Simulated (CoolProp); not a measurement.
Properties of decamethylcyclopentasiloxane (D5) at several states.

Computed with CoolProp (reference Helmholtz-energy equation of state, Thol 2019).

```
T (K)  p (bar)   phase  density (kg/m³)  cp (kJ/(kg K))  cv (kJ/(kg K))  Joule-Thomson coefficient (K/MPa)  isothermal compressibility (1/MPa)
-----  -------  ------  ---------------  --------------  --------------  ---------------------------------  ----------------------------------
283.4    0.109  liquid            969.5           1.700           1.422                            -0.4155                            0.001299
447.6     22.3  liquid            798.3           1.922           1.697                            -0.2416                            0.004919
359.5       62  liquid            900.3           1.779           1.540                            -0.3770                            0.002032
593.3     36.2  liquid            621.5           2.166           1.940                             0.3482                             0.02590
463.1     36.9  liquid            787.0           1.943           1.724                            -0.2317                            0.005241
353       1.39  liquid            895.4           1.776           1.527                            -0.3636                            0.002254
```
